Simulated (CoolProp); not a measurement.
The fluid at 293.15 K and 0.217 MPa (gas) is heated at constant pressure to 355 K. The same conditions are run with several fluids, on thermodynamics alone (safety and materials aside).

Model: reference Helmholtz-energy equation of state of each fluid (c-C4F8 (RC318): Platzer 1990; dimethyl ether: Wu 2011; propylene: Lemmon 2013; R13: Platzer 1990; R1132(E): Akasaka 2024), in CoolProp. The equations of Platzer and Polt are older, rougher fits.

Problem. Rank c-C4F8 (RC318), dimethyl ether, propylene, R13, R1132(E) by heat (kJ/kg), highest first.

Solution. propylene (103), dimethyl ether (96.6), R1132(E) (62.2), c-C4F8 (RC318) (51.9), R13 (42.0)

```json
[
 {"fluid": "c-C4F8 (RC318)", "final density (kg/m³)": "15.3"},
 {"fluid": "dimethyl ether", "final density (kg/m³)": "3.46"},
 {"fluid": "propylene", "final density (kg/m³)": "3.15"},
 {"fluid": "R13", "final density (kg/m³)": "7.76"},
 {"fluid": "R1132(E)", "final density (kg/m³)": "4.77"}
]
```
